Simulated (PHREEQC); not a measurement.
A solution holds 0.0053 mol/kgw KH2PO4, 0.00041 mol/kgw NaF and 0.0007 mol/kgw KCl, at 25 °C. Closed to the air; pH follows from the charge balance.

Computed with PHREEQC (ion-association model, phreeqc.dat).

```
quantity              before    after
-------------------  -------  -------
pH                      4.87     5.33
HPO4-2 (mol/kgw)     3.12e-5  7.93e-6
H3PO4 (mol/kgw)      9.57e-6  3.43e-7
HF (mol/kgw)         7.43e-6  2.73e-6
KHPO4- (mol/kgw)     2.61e-7  1.59e-8
SI of Sylvite (KCl)    -6.35    -7.00
SI of Halite (NaCl)    -8.19    -8.15
```

Task: Which change was made?
A) KCl from 0.0007 to 0.0014 mol/kgw
B) NaF from 0.00041 to 4.1e-05 mol/kgw
C) 0.0044 mol/kgw HNO3 added
D) KH2PO4 from 0.0053 to 0.00053 mol/kgw

Result: D, KH2PO4 from 0.0053 to 0.00053 mol/kgw

Precipitation was switched off in this run.
